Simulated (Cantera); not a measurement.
Charge: 1 mol SiH₂Cl₂, 0.038 mol Cl₂, 30 mol H₂, at 1248 K and 0.0180 bar.

These are equilibrium values from Cantera (NASA tables, ideal gas, pure condensed phases), not measurements of a reactor. Candidate condensed phases: Si; 19 gas species. The tables' values for SiCl₃ are old estimates; treat these amounts as uncertain. Equilibrium is a limit: real reactors are often held back by kinetics, nucleation or transport.

Base state: H₂ 0.945, HCl 0.0473, SiCl₂ 0.00595, SiCl₃ 0.000690, SiCl₄ 0.000577, SiHCl₃ 0.000406, SiH₂Cl₂ 3.88e-5 (mole fractions); condensed: Si(s).

Task: What changes in the equilibrium state with this change: temperature from 1248 K to 1650 K?

Result: 
```tsv
species	before	after
H₂	0.945	0.943
HCl	0.0473	0.0475
SiCl₂	0.00595	0.00851
H	3.38e-6	0.000658
Si	<1e-9	1.49e-5
SiCl	2.70e-8	2.23e-5
Si(s), mol	0.755	0.724
```
The tables' values for SiCl₃, SiCl are old estimates; treat these amounts as uncertain.
